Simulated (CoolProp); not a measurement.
Vapour-liquid equilibrium of R227EA (1) + isobutene (2) at 0.353 MPa; x and y are mole fractions of (1).

Model: multi-fluid Helmholtz-energy mixture model, Lemmon 2016 and Lemmon 2005; pair parameters Bell 2016, in CoolProp.

| x | bubble temperature (°C) | y at the bubble point | dew temperature at overall composition x (°C) | liquid density (mol/L) |
|---|---|---|---|---|
| 0.05 | 25.3 | 0.158 | 28.5 | 10.30 |
| 0.125 | 20.8 | 0.304 | (withheld) | 10.15 |
| 0.2 | 18.2 | 0.392 | 24.0 | 9.976 |
| 0.275 | 16.6 | 0.453 | 21.7 | 9.793 |
| 0.35 | 15.5 | 0.498 | (withheld) | 9.611 |
| 0.425 | 14.8 | 0.537 | 17.3 | 9.437 |
| 0.5 | 14.3 | 0.574 | 15.5 | 9.272 |
| 0.575 | 14.0 | 0.612 | 14.3 | 9.117 |
| 0.65 | 13.9 | 0.654 | 13.9 | 8.971 |
| 0.725 | 13.9 | 0.702 | 14.0 | 8.833 |
| 0.8 | 14.3 | 0.761 | 14.6 | 8.701 |
| 0.875 | (withheld) | 0.834 | 15.4 | 8.572 |
| 0.95 | (withheld) | 0.925 | (withheld) | 8.443 |

**Question.** Fill in the missing entries.

**Answer.** 
- 0.125, dew temperature at overall composition x (°C): 26.3
- 0.35, dew temperature at overall composition x (°C): 19.4
- 0.875, bubble temperature (°C): 14.9
- 0.95, bubble temperature (°C): 16.0
- 0.95, dew temperature at overall composition x (°C): 16.3

y crosses x between x = 0.65 and 0.725: the model has an azeotrope there.

The pair parameters rest on a limited set of measurements; away from them the model extrapolates.
